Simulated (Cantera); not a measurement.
Charge: 1 mol Si3N4, 5.2 mol H2, equilibrated at 10.0 mbar.

Equilibrium computed with Cantera from the NASA thermochemical tables; the gas is ideal and each condensed phase is pure. Candidate condensed phases: Si, Si3N4; 18 gas species. Mutual solubility and eutectic melting of coexisting phases are not modelled. The tables' values for SiN are old estimates; treat these amounts as uncertain. Gases not in the tables: Si2H6 and higher silanes. Kinetics and transport are ignored.

log p: log10 of the partial pressure in bar; n: condensed amount in mol.

```csv
T (K),log p H2,log p N2,log p H,log p Si,log p SiH,log p Si2,log p Si2N,n Si3N4(s),n Si(s),n Si(l)
700,-2.00,<-14,<-14,<-14,<-14,<-14,<-14,1.00,0,0
900,-2.00,[?],[?],<-14,<-14,<-14,<-14,1.00,0,0
1100,-2.00,[?],[?],[?],[?],<-14,<-14,1.00,0,0
1300,-2.00,-6.30,-6.96,-10.36,-10.44,-13.98,-12.92,1.000,0.000388,0
1500,-2.00,-4.32,-5.76,-7.98,-8.47,-10.87,-9.85,0.988,0.0371,0
1700,-2.07,-2.81,-4.87,-6.17,-7.02,-8.53,-7.53,0.519,0,1.44
1900,-2.15,-2.56,-4.17,-4.90,-6.03,-6.99,-6.49,0,0,2.99
2100,-2.16,-2.57,-3.59,-3.87,-5.22,-5.76,-5.76,0,0,2.89
```

What belongs in the gaps?


- 1100, log p N2: -9.02
- 1100, log p H: -8.59
- 1100, log p Si: -13.63
- 1100, log p SiH: -13.15
- 900, log p N2: -11.69
- 900, log p H: -10.93
